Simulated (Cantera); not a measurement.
SiCl4 + H2 (chlorosilane synthesis and conversion)

Feed: 1 mol SiCl4, a varied amount of H2, held at 75.0 Torr.

Method: chemical equilibrium by Gibbs-energy minimisation in Cantera with the NASA 1993 tables (ideal gas, pure condensed phases). Candidate condensed phases: Si; 19 gas species. The tables' values for SiCl3 are old estimates. Kinetics and transport are ignored.

Stable condensed phases:

```
T in °C \ n(H2) in mol
         0.32  1.1  1.8  2.5  3.3    4  4.7  5.5  6.2    7  7.7
    952     A    A    A    A    A    A    A    A    B    B    B
    902     A    A    A    A    A    A    A    B    B    B    B
    852     A    A    A    A    A    A    A    A    A    B    B
    802     A    A    A    A    A    A    A    A    A    A    A
    752     A    A    A    A    A    A    A    A    A    A    A
    702     A    A    A    A    A    A    A    A    A    A    A
    652     A    A    A    A    A    A    A    A    A    A    A
    602     A    A    A    A    A    A    A    A    A    A    A
    552     A    A    A    A    A    A    A    A    A    A    A
    502     A    A    A    A    A    A    A    A    A    A    A
    452     A    A    A    A    A    A    A    A    A    A    A
    402     A    A    A    A    A    A    A    A    A    A    A
    352     A    A    A    A    A    A    A    A    A    A    A
```

A: gas only; B: Si.
